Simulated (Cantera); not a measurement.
A perfectly stirred reactor is fed with 97.9 % NO, 2.14 % N₂, at 27.8 Torr; it is held at 1675 K, and followed from long to short residence time.

Cantera simulation using GRI-Mech 3.0 (53 species, 325 reactions); the numbers are that mechanism's predictions, not measurements. Radical loss at walls, strong at low pressure, is not modelled.

x: mole fraction; the columns are a selection and need not sum to one.

```json
[
 {"τ (s)": "12", "x NO": "0.921", "x N₂O": "0.000279", "x O": "3.93e-5", "x NO₂": "0.000211", "x O₂": "0.0286", "x N₂": "0.0500"},
 {"τ (s)": "4.5", "x NO": "0.956", "x N₂O": "0.000302", "x O": "3.04e-5", "x NO₂": "0.000149", "x O₂": "0.0111", "x N₂": "0.0324"},
 {"τ (s)": "1.7", "x NO": "0.970", "x N₂O": "0.000301", "x O": "2.56e-5", "x NO₂": "0.000114", "x O₂": "0.00416", "x N₂": "0.0254"},
 {"τ (s)": "0.62", "x NO": "0.976", "x N₂O": "0.000272", "x O": "2.27e-5", "x NO₂": "9.40e-5", "x O₂": "0.00141", "x N₂": "0.0227"},
 {"τ (s)": "0.23", "x NO": "0.978", "x N₂O": "0.000210", "x O": "2.03e-5", "x NO₂": "8.00e-5", "x O₂": "0.000441", "x N₂": "0.0217"},
 {"τ (s)": "0.085", "x NO": "0.978", "x N₂O": "0.000129", "x O": "1.74e-5", "x NO₂": "6.25e-5", "x O₂": "0.000115", "x N₂": "0.0214"},
 {"τ (s)": "0.032", "x NO": "0.978", "x N₂O": "___", "x O": "___", "x NO₂": "___", "x O₂": "___", "x N₂": "0.0214"},
 {"τ (s)": "0.012", "x NO": "0.979", "x N₂O": "2.72e-5", "x O": "1.00e-5", "x NO₂": "1.71e-5", "x O₂": "3.34e-6", "x N₂": "0.0214"},
 {"τ (s)": "0.0044", "x NO": "0.979", "x N₂O": "___", "x O": "___", "x NO₂": "___", "x O₂": "___", "x N₂": "0.0214"}
]
```

Problem. What belongs in the gaps?

Solution. 
- 0.032, x N₂O: 6.40e-5
- 0.032, x O: 1.40e-5
- 0.032, x NO₂: 3.94e-5
- 0.032, x O₂: 2.36e-5
- 0.0044, x N₂O: 1.05e-5
- 0.0044, x O: 6.04e-6
- 0.0044, x NO₂: 4.81e-6
- 0.0044, x O₂: 3.70e-7
